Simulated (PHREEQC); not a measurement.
**Copper plating or etch bath**

A solution holds 0.13 mol CuSO4, 0.0016 mol H2SO4 and 0.00025 mol FeCl3 per kg of water, at 60 °C. Closed to the air; pH follows from the charge balance.

Computed with PHREEQC (ion-association model, phreeqc.dat).

Each row changes one thing in this solution. This is a speciation only: nothing precipitates in the calculation.

```json
[
 {"case": "as made", "pH": "3.26", "ionic strength (mol/kgw)": "0.254", "SO4-2 (mol/kgw)": "0.0624", "HSO4- (mol/kgw)": "0.00266", "Cl- (mol/kgw)": "0.000613", "FeSO4+ (mol/kgw)": "0.000102", "SI of Goethite (FeOOH)": "+5.23", "SI of Hematite (Fe2O3)": "+12.62"},
 {"case": "temperature from 60 to 5 °C", "pH": "2.95", "ionic strength (mol/kgw)": "0.271", "SO4-2 (mol/kgw)": "0.0670", "HSO4- (mol/kgw)": "0.00179", "Cl- (mol/kgw)": "0.000736", "FeSO4+ (mol/kgw)": "0.000173", "SI of Goethite (FeOOH)": "+3.09", "SI of Hematite (Fe2O3)": "+8.09"},
 {"case": "CuSO4 left out", "pH": "2.57", "ionic strength (mol/kgw)": "0.00441", "SO4-2 (mol/kgw)": "0.00101", "HSO4- (mol/kgw)": "0.000495", "Cl- (mol/kgw)": "0.000750", "FeSO4+ (mol/kgw)": "9.32e-5", "SI of Goethite (FeOOH)": "+4.55", "SI of Hematite (Fe2O3)": "+11.25"},
 {"case": "0.0035 mol/kgw NaCl added", "pH": "3.26", "ionic strength (mol/kgw)": "0.258", "SO4-2 (mol/kgw)": "0.0627", "HSO4- (mol/kgw)": "0.00266", "Cl- (mol/kgw)": "0.00347", "FeSO4+ (mol/kgw)": "0.000101", "SI of Goethite (FeOOH)": "+5.23", "SI of Hematite (Fe2O3)": "+12.62"},
 {"case": "temperature from 60 to 40 °C", "pH": "3.13", "ionic strength (mol/kgw)": "0.257", "SO4-2 (mol/kgw)": "0.0633", "HSO4- (mol/kgw)": "0.00230", "Cl- (mol/kgw)": "0.000680", "FeSO4+ (mol/kgw)": "0.000148", "SI of Goethite (FeOOH)": "+4.52", "SI of Hematite (Fe2O3)": "+11.11"},
 {"case": "H2SO4 replaced by Na2SO4 at the same molality", "pH": "4.00", "ionic strength (mol/kgw)": "0.256", "SO4-2 (mol/kgw)": "0.0640", "HSO4- (mol/kgw)": "0.000505", "Cl- (mol/kgw)": "0.000614", "FeSO4+ (mol/kgw)": "1.47e-5", "SI of Goethite (FeOOH)": "+6.58", "SI of Hematite (Fe2O3)": "+15.31"}
]
```

Some of these states are supersaturated (in Hematite (slow to form), Goethite (slow to form), for instance). Away from 25 °C the constants follow the database's enthalpies or fits; those with neither stay at their 25 °C values.
